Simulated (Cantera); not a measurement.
A Cantera script and its output.

```python
import numpy as np
import cantera as ct

gas = ct.Solution("gri30.yaml")
gas.TP = 300, 200000
flame = ct.CounterflowDiffusionFlame(gas, width=0.02)
flame.fuel_inlet.X, flame.fuel_inlet.T = {'CH4': 1, 'H2': 0.18}, 398
flame.oxidizer_inlet.X, flame.oxidizer_inlet.T = {'O2': 0.23, 'N2': 0.77}, 598
flame.set_refine_criteria(ratio=3, slope=0.12, curve=0.24, prune=0.03)
show = ['OH', 'H', 'NO', 'CO', 'C2H2']

rows = []
print(f"{'mdot':>8s}{'a_max':>10s}{'a_mean':>10s}{'Tmax/K':>9s}" + "".join(f"{s:>11s}" for s in show) + "   (peak mole fractions)")
for i, mdot in enumerate([1.2, 1.5, 1.9, 2.4, 3, 3.7, 4.7, 5.9, 7.4]):  # kg/m2/s on the oxidiser side
    flame.oxidizer_inlet.mdot, flame.fuel_inlet.mdot = mdot, 1 * mdot
    flame.solve(loglevel=0, auto=(i == 0))
    if flame.T.max() < max(398, 598) + 100:
        print(f"{mdot:8.3g}  no burning solution found from the previous one")
        break
    dT = np.abs(np.gradient(flame.T, flame.grid))
    rows.append([flame.strain_rate("max"), flame.strain_rate("mean"), flame.T.max(),
                 *(flame.X[gas.species_index(s)].max() for s in show), max(dT[0], dT[-1]) / dT.max()])
    print(f"{mdot:8.3g}{rows[-1][0]:10.1f}{rows[-1][1]:10.1f}{rows[-1][2]:9.1f}" + "".join(f"{x:11.3e}" for x in rows[-1][3:-1]))
```

Result:

```
    mdot     a_max    a_mean   Tmax/K         OH          H         NO         CO       C2H2   (peak mole fractions)
     1.2     537.2     123.0   2309.0  1.164e-02  5.031e-03  3.999e-04  6.189e-02  1.555e-02
     1.5     656.9     153.7   2295.2  1.164e-02  5.200e-03  3.734e-04  6.086e-02  1.494e-02
     1.9     814.6     194.7   2282.4  1.166e-02  5.382e-03  3.471e-04  5.990e-02  1.431e-02
     2.4    1009.8     245.9   2270.5  1.166e-02  5.565e-03  3.220e-04  5.911e-02  1.369e-02
       3    1242.0     307.4   2260.1  1.165e-02  5.748e-03  2.985e-04  5.849e-02  1.323e-02
     3.7    1510.0     379.1   2250.8  1.164e-02  5.924e-03  2.765e-04  5.806e-02  1.277e-02
     4.7    1887.9     481.6   2238.0  1.155e-02  6.098e-03  2.490e-04  5.752e-02  1.214e-02
     5.9    2335.1     604.6   2224.2  1.140e-02  6.241e-03  2.219e-04  5.709e-02  1.152e-02
     7.4    2889.4     758.3   2207.7  1.117e-02  6.339e-03  1.933e-04  5.667e-02  1.081e-02
```

Computed with Cantera and GRI-Mech 3.0 (53 species, 325 reactions). GRI-Mech 3.0 has no aromatics or soot, which form on the fuel side of real flames. The maximum strain rate includes the flame's own expansion and is several times the mean.
